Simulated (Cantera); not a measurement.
Charge: 1 mol CH₃F, 0.59 mol CH₄, held at 1750 °C and 0.555 Torr.

Equilibrium computed with Cantera from the NASA thermochemical tables; the gas is ideal and each condensed phase is pure. Candidate condensed phases: C, C₆H₆, C₇H₈, C₈H₁₈; 95 gas species. Equilibrium is a limit: real reactors are often held back by kinetics, nucleation or transport.

Base state: H₂ 0.638, HF 0.306, H 0.0558, C₂H₂ (acetylene) 0.000570, F 1.21e-5 (mole fractions); condensed: C(graphite).

**Question.** What changes in the equilibrium state with this change: temperature from 1750 °C to 2925 °C?

**Answer.** 
```csv
species,before,after
H,0.0558,0.708
C,6.74e-8,0.0901
F,1.21e-5,0.0804
H₂,0.638,0.00475
HF,0.306,0.0622
C₂,5.59e-9,0.0162
C₃,6.58e-8,0.0345
C₅,<1e-9,5.61e-5
CF,6.27e-8,0.00307
C₄,<1e-9,4.47e-5
CH,7.24e-9,5.58e-5
C₂H,1.01e-6,0.000854
"C(graphite), mol",1.59,0
```

**Question.** What changes in the equilibrium state with this change: temperature from 1750 °C to 1402 °C?

**Answer.** 
| species | before | after |
|---|---|---|
| H₂ | 0.638 | 0.683 |
| HF | 0.306 | 0.314 |
| H | 0.0558 | 0.00353 |
| F | 1.21e-5 | 1.38e-7 |
| C₂H₂ (acetylene) | 0.000570 | 3.96e-5 |
| C(graphite), mol | 1.59 | 1.59 |
